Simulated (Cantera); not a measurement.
Predominance diagram of Li at 825 K against the partial pressures of O2 and Cl2 (log10, bar). Cantera with NASA thermochemical tables; ideal gases at 1 bar, condensed phases pure. Candidates: Li(l), LiCl(s), Li2O(s). Only these pure phases compete in this equilibrium. Not in the tables: the peroxide.

**Question.** Which phase is stable at these pairs, and which metal-bearing vapour leads over it? (1, -37); (-16.1, -13.6); (-6.2, -7.8); (-15.2, -1.9); (-6.2, -25.3); (-1.7, -4.8); (-17, -25.3)

**Answer.** 
| log p(O2) | log p(Cl2) | phase | chief vapour | log p (bar) |
|---|---|---|---|---|
| 1 | -37 | Li2O(s) | Li2O2 | -15.2 |
| -16.1 | -13.6 | LiCl(s) | Li2Cl2 | -5.4 |
| -6.2 | -7.8 | LiCl(s) | Li2Cl2 | -5.4 |
| -15.2 | -1.9 | LiCl(s) | Li2Cl2 | -5.4 |
| -6.2 | -25.3 | Li2O(s) | LiCl | -10.8 |
| -1.7 | -4.8 | LiCl(s) | Li2Cl2 | -5.4 |
| -17 | -25.3 | Li2O(s) | LiCl | -8.1 |
